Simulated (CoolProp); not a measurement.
The fluid at 320.88 K and 0.00657 MPa expands adiabatically to 0.00045 MPa with isentropic efficiency 1. The same conditions are run with several fluids, on thermodynamics alone (safety and materials aside).

The numbers come from the reference Helmholtz-energy equation of state of each fluid (toluene: Lemmon 2006; R134a: Tillner-Roth 1994; isobutene: Lemmon 2005; c-C4F8 (RC318): Platzer 1990; 1,2-dichloroethane: Thol 2015) in CoolProp. The equations of Platzer and Polt are older, rougher fits.

Problem. Rank toluene, R134a, isobutene, c-C4F8 (RC318), 1,2-dichloroethane by work (kJ/kg), highest first.

Solution. isobutene (113), toluene (69.8), 1,2-dichloroethane (63.2), R134a (61.6), c-C4F8 (RC318) (33.3)

| fluid | final temperature (K) | final phase | final density (kg/m³) |
|---|---|---|---|
| toluene | 262.7 | two-phase, vapour fraction 0.986 | 0.0193 |
| R134a | 244.3 | gas | 0.0226 |
| isobutene | 247.1 | gas | 0.0123 |
| c-C4F8 (RC318) | 278.3 | gas | 0.0389 |
| 1,2-dichloroethane | 245.6 | two-phase, vapour fraction 0.996 | 0.0219 |
